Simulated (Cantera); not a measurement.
A Cantera script and its output.

```python
import numpy as np
import cantera as ct

gas = ct.Solution("gri30.yaml")
gas.TPX = 1200, 101325, {'CO': 1, 'H2': 1, 'CH4': 0.11, 'O2': 1.79, 'N2': 12.9, 'C2H6': 0.027}
reactor = ct.IdealGasReactor(gas, energy="on", clone=False)
net = ct.ReactorNet([reactor])
net.rtol, net.atol = 1e-08, 1e-16
show = ['CO', 'H2', 'CH4', 'CH2', 'H2O']
times = np.geomspace(4e-06, 2, 13)

steps = ct.SolutionArray(gas, extra=["t"])
rows = []
print(f"{'t/s':>10s}{'T/K':>9s}{'P/Pa':>11s}" + "".join(f"{s:>11s}" for s in show))
for t in times:
    while net.time < t:
        t_next = net.step()
        steps.append(gas.state, t=t_next)
    rows.append([np.interp(t, steps.t, y) for y in (steps.T, steps.P, *steps(*show).X.T)])
    print(f"{t:10.3e}{rows[-1][0]:9.1f}{rows[-1][1]:11.4g}" + "".join(f"{x:11.3e}" for x in rows[-1][2:]))
rate = np.gradient(steps.T, steps.t)
print("integrator steps:", len(steps.t))
if steps.T.max() > steps.T[0] + 200:
    print(f"time of steepest temperature rise: {steps.t[rate.argmax()]:.4e} s")
gas.TPX = 1200, 101325, {'CO': 1, 'H2': 1, 'CH4': 0.11, 'O2': 1.79, 'N2': 12.9, 'C2H6': 0.027}
gas.equilibrate("UV")
print(f"equilibrium (UV): T = {gas.T:.1f} K  " + "  ".join(f"{s} {gas[s].X[0]:.3e}" for s in show))
```

It prints:

```
       t/s      T/K       P/Pa         CO         H2        CH4        CH2        H2O
 4.000e-06   1200.0  1.013e+05  5.943e-02  5.943e-02  6.537e-03  1.243e-16  1.469e-09
 1.194e-05   1200.0  1.013e+05  5.943e-02  5.943e-02  6.537e-03  2.277e-15  2.193e-08
 3.564e-05   1200.0  1.013e+05  5.943e-02  5.943e-02  6.537e-03  2.746e-13  7.471e-07
 1.064e-04   1205.6  1.018e+05  5.938e-02  5.869e-02  6.389e-03  1.562e-07  9.246e-04
 3.175e-04   2254.5  1.824e+05  1.743e-02  3.896e-03  2.022e-17  9.848e-17  7.099e-02
 9.476e-04   2429.7  1.945e+05  7.422e-03  1.444e-03  3.055e-18  1.368e-17  7.701e-02
 2.828e-03   2434.9  1.948e+05  6.941e-03  1.352e-03  2.826e-18  1.182e-17  7.727e-02
 8.442e-03   2430.9  1.945e+05  6.897e-03  1.346e-03  2.805e-18  1.133e-17  7.734e-02
 2.520e-02   2424.5  1.939e+05  6.830e-03  1.338e-03  2.772e-18  1.055e-17  7.745e-02
 7.521e-02   2421.4  1.937e+05  6.799e-03  1.334e-03  2.756e-18  1.017e-17  7.750e-02
 2.245e-01   2421.3  1.937e+05  6.798e-03  1.334e-03  2.755e-18  1.016e-17  7.750e-02
 6.701e-01   2421.3  1.937e+05  6.798e-03  1.334e-03  2.755e-18  1.016e-17  7.750e-02
 2.000e+00   2421.3  1.937e+05  6.798e-03  1.334e-03  2.755e-18  1.016e-17  7.750e-02
integrator steps: 1755
time of steepest temperature rise: 1.5946e-04 s
equilibrium (UV): T = 2421.3 K  CO 6.798e-03  H2 1.334e-03  CH4 3.915e-18  CH2 1.365e-17  H2O 7.750e-02
```

Detailed kinetics in Cantera: GRI-Mech 3.0 (53 species, 325 reactions).
